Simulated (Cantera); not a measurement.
Charge: 1 mol CH₃Cl, 0.046 mol F₂, at 3275 °C and 2.00 mbar.

Equilibrium computed with Cantera from the NASA thermochemical tables; the gas is ideal and each condensed phase is pure. Candidate condensed phases: C, C₆H₆, C₇H₈, C₈H₁₈; 118 gas species. Equilibrium is a limit: real reactors are often held back by kinetics, nucleation or transport.

Base state: H 0.603, Cl 0.203, C 0.152, F 0.0154, C₂ 0.0129, C₃ 0.00835, HF 0.00299, H₂ 0.00168 (mole fractions); condensed: gas only.

**Question.** What changes in the equilibrium state with this change: pressure from 2.00 mbar to 0.140 bar?

**Answer.** 
```csv
species,before,after
H,0.603,0.516
Cl,0.203,0.211
H₂,0.00168,0.0864
C,0.152,0.0170
HCl,0.000854,0.0532
C₂H,0.000255,0.0135
F,0.0154,0.00190
HF,0.00299,0.0221
C₃,0.00835,0.0577
C₂,0.0129,0.0113
C₄H₂,1.15e-9,0.000223
C₂HCl,4.10e-8,0.000158
C₂H₂ (vinylidene),1.95e-8,6.18e-5
```
The tables' values for CCl are old estimates; treat these amounts as uncertain.

**Question.** What changes in the equilibrium state with this change: F₂ from 0.046 to 0.38 mol?

**Answer.** 
```tsv
species	before	after
H	0.603	0.523
Cl	0.203	0.181
C	0.152	0.139
F	0.0154	0.116
HF	0.00299	0.0196
C₂	0.0129	0.0107
CF	0.000337	0.00233
C₂H	0.000255	0.000184
```
